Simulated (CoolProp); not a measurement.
Saturation properties of acetone (Tc = 235.0 °C, pc = 4.692 MPa, ω = 0.307).

The numbers come from the reference Helmholtz-energy equation of state, Lemmon 2006 in CoolProp. It is a short technical equation, of lower accuracy than the large ones.

```tsv
T (°C)	p (MPa)	liquid density (kg/m³)	vapour density (kg/m³)	liquid cp (kJ/(kg K))	surface tension (mN/m)
104.35	0.4157	688.0	8.762	?	13.1
115.55	0.5455	?	11.45	2.461	11.8
126.75	0.7040	656.1	14.80	?	10.5
137.95	0.8953	638.9	18.93	2.584	9.27
149.15	1.123	620.7	24.03	2.659	8.04
160.35	1.393	601.2	30.36	2.749	6.84
171.55	1.709	?	38.25	?	5.66
182.75	2.076	557.0	48.23	?	?
193.95	2.502	531.1	61.13	3.204	3.41
```

Task: Fill in the missing entries.

Result: 
- 104.35, liquid cp (kJ/(kg K)): 2.408
- 115.55, liquid density (kg/m³): 672.4
- 126.75, liquid cp (kJ/(kg K)): 2.519
- 171.55, liquid density (kg/m³): 580.1
- 171.55, liquid cp (kJ/(kg K)): 2.859
- 182.75, liquid cp (kJ/(kg K)): 3.002
- 182.75, surface tension (mN/m): 4.52

It boils at 56.1 °C under 1 atm.

Surface tension comes from a separate correlation (Mulero 2012).
